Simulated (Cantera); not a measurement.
## Thermodynamics of carbothermic reduction, feed Fe₂O₃ + CH₄ + CO

Input: 1 mol Fe₂O₃, a varied amount of CH₄, 0.097 mol CO, at 0.000290 bar.

Cantera equilibrium calculation (NASA polynomials, part measured and part estimated; ideal gas, pure solids and liquids). Candidate condensed phases: C, C₆H₆, C₇H₈, C₈H₁₈, Fe, Fe(CO)₅, FeO, Fe(OH)₂, Fe(OH)₃, Fe₂O₃, Fe₃O₄, H₂O; 114 gas species. Each liquid is taken as pure. Iron dissolves carbon and melts from about 1420 K in contact with it, which pure phases cannot show. Mutual solubility and eutectic melting of coexisting phases are not modelled. The tables' stoichiometric FeO is somewhat more stable than real wüstite, so its field is too wide. FeO: taken at fixed stoichiometry. Condensed phases not in the tables: cementite and carbon dissolved in iron. The numbers say what is thermodynamically allowed, not how fast it happens.

Task: Map the stable condensed phases over T = 1398, 1448, 1498, 1548, 1598, 1648, 1698, 1748, 1798, 1848, 1898 K and n(CH₄) in mol = 0.43, 0.83, 1.2, 1.6, 2, 2.4, 2.8, 3.2, 3.6.

Result: 
```
T in K \ n(CH₄) in mol
         0.43 0.83  1.2  1.6    2  2.4  2.8  3.2  3.6
   1898     A    A    A    B    B    B    B    C    C
   1848     A    A    D    D    E    E    B    C    C
   1798     A    D    D    D    E    E    E    F    F
   1748     A    D    D    D    E    E    E    F    F
   1698     A    D    D    D    E    E    E    F    F
   1648     A    D    D    D    E    E    E    F    F
   1598     A    D    D    D    E    E    E    F    F
   1548     A    D    D    D    E    E    E    F    F
   1498     A    D    D    D    E    E    E    F    F
   1448     A    D    D    D    E    E    E    F    F
   1398     A    D    D    D    E    E    E    F    F
```
A: FeO; B: gas only; C: C; D: Fe + FeO; E: Fe; F: C + Fe.
